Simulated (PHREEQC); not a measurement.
Model water analysis in mg/kgw, 25 °C, pH 7.7, pe -0.2:

| constituent | mg/kgw |
|---|---|
| Na | 3100 |
| K | 801 |
| Ca | 89 |
| Mg | 89 |
| Cl | 5180 |
| S(6) as SO4 | 795 |
| Alkalinity as HCO3 | 177 |
| Br | 6.09 |
| N(-3) as NH4 | 6.44 |
| F | 1.41 |

Valence states are taken as typed.

The numbers come from PHREEQC with the ion-association model, phreeqc.dat.

```json
{
  "ionic_strength": "0.175 mol/kgw",
  "specific_conductance": "16500 µS/cm",
  "density": "1.004 g/cm³",
  "charge_balance_error": "0.5 %"
}
```

| species | molality | activity | log γ |
|---|---|---|---|
| Cl- | 0.146 | 0.106 | -0.139 |
| Na+ | 0.134 | 0.101 | -0.122 |
| K+ | 0.0202 | 0.0146 | -0.141 |
| SO4-2 | 0.00608 | 0.00187 | -0.513 |
| Mg+2 | 0.00315 | 0.00111 | -0.451 |
| HCO3- | 0.00265 | 0.00200 | -0.122 |
| Ca+2 | 0.00198 | 0.000661 | -0.477 |
| NaSO4- | 0.00125 | 0.000943 | -0.122 |
| MgSO4 | 0.000469 | 0.000488 | 0.017 |

No solid was allowed to form.
